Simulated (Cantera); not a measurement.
A closed system holds: 1 mol SiH2Cl2, 0.78 mol NH3, equilibrated at 1998.15 K and 13.3 mbar.

Method: chemical equilibrium by Gibbs-energy minimisation in Cantera with the NASA 1993 tables (ideal gas, pure condensed phases). The tables' values for SiCl, SiCl3, SiN are old estimates; treat these amounts as uncertain. Gases not in the tables: Si2H6 and higher silanes. Rates play no part.

```json
[
 {"species": "H2", "before": "0.502", "after": "0.499"},
 {"species": "HCl", "before": "0.192", "after": "0.194"},
 {"species": "SiCl2", "before": "0.177", "after": "0.175"},
 {"species": "H", "before": "0.00985", "after": "0.0116"},
 {"species": "N2", "before": "0.108", "after": "0.108"},
 {"species": "Si2", "before": "3.30e-5", "after": "4.67e-5"},
 {"species": "Si", "before": "0.00320", "after": "0.00427"},
 {"species": "SiN", "before": "3.18e-5", "after": "3.99e-5"},
 {"species": "SiH", "before": "0.000178", "after": "0.000224"},
 {"species": "Si2N", "before": "4.18e-5", "after": "5.13e-5"},
 {"species": "SiCl4", "before": "1.07e-5", "after": "8.76e-6"},
 {"species": "Si(l), mol", "before": "0.335", "after": "0.333"}
]
```
Gas species are given as mole fractions.

Q: Name the change that produced these shifts.
A. temperature from 1998.15 K to 1573 K
B. SiH2Cl2 replaced by SiCl4
C. temperature from 1998.15 K to 1648.15 K
D. temperature from 1998.15 K to 2023 K

A: D, temperature from 1998.15 K to 2023 K
